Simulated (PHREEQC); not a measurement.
Dissolve 0.029 mol NH4HF2, 0.0045 mol (NH4)2SiF6, 0.037 mol H3BO3 and 0.00036 mol H2SO4 per kg of water at 25 °C. Closed to the air; pH follows from the charge balance.

All values are PHREEQC results (ion-association model, wateq4f.dat), not measurements.

This is a speciation only: nothing precipitates in the calculation.

### Question
Order these S species by the share of S that they hold, largest first: SO4-2, NH4SO4-, HSO4-.

### Answer
SO4-2 (81 %), NH4SO4- (19 %), HSO4- (0.19 %)

The pH is 4.38 and the ionic strength 0.0425 mol/kgw. Saturation is exceeded, for instance for Quartz (slow to form); the values hold only as long as no solid forms. SiF6-2 is the database's only silicon fluoride. Real BF4- forms and hydrolyses slowly; the run takes it at equilibrium.
